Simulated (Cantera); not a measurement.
Mixture: 4.68 % CH4, 18.0 % O2, 67.9 % N2, 9.37 % H2O, at 3750 Torr, adiabatic and at constant pressure. Ignition delay is the time to a rise of 400 K.

Computed with Cantera and GRI-Mech 3.0 (53 species, 325 reactions).

### Question
At T0 = 1348 K, what is the delay, and which 6 reactions control it most (d ln τ / d ln k, from doubling and halving each rate constant)?

### Answer
The delay is 1.44 ms.
```json
[
 {"reaction": "2 CH3 (+M) <=> C2H6 (+M)", "d ln τ / d ln k": "0.53", "faster rate": "lengthens it"},
 {"reaction": "CH3 + O2 <=> CH3O + O", "d ln τ / d ln k": "-0.44", "faster rate": "shortens it"},
 {"reaction": "CH3 + HO2 <=> CH3O + OH", "d ln τ / d ln k": "-0.36", "faster rate": "shortens it"},
 {"reaction": "H + O2 <=> O + OH", "d ln τ / d ln k": "-0.28", "faster rate": "shortens it"},
 {"reaction": "CH3 + O2 <=> CH2O + OH", "d ln τ / d ln k": "-0.27", "faster rate": "shortens it"},
 {"reaction": "CH4 + H <=> CH3 + H2", "d ln τ / d ln k": "0.24", "faster rate": "lengthens it"}
]
```
